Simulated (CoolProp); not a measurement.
C3F8 (R218) along the isotherm 57.15 °C: density (kg/m³) from the reference equation and from simpler models built on Tc = 71.9 °C, pc = 2.640 MPa, ω = 0.317; each cubic takes its own stable root.

Model: reference Helmholtz-energy equation of state, Lemmon 2006, in CoolProp. It is a short technical equation, of lower accuracy than the large ones.

| p (MPa) | phase | reference |
|---|---|---|
| 0.66 | gas | 50.49 |
| 1.32 | gas | 119.2 |
| 1.98 | liquid | 1078 |
| 2.64 | liquid | 1121 |
| 3.3 | liquid | 1151 |
| 3.96 | liquid | 1174 |
| 4.62 | liquid | 1194 |
| 5.28 | liquid | 1211 |
| 5.94 | liquid | 1226 |
| 6.6 | liquid | 1239 |

Task: How far does each simpler model (van der Waals, Soave-Redlich-Kwong) lie from the reference over these 10 states: mean and median of the absolute difference, and the worst?

Result: 
- van der Waals: mean 30.6 %, median 30.2 %, worst -80.4 % at 57.15 °C and 1.98 MPa
- Soave-Redlich-Kwong: mean 8.7 %, median 9.1 %, worst -16.8 % at 57.15 °C and 1.98 MPa

At some of these states van der Waals gives the other phase, because its saturation line lies elsewhere.
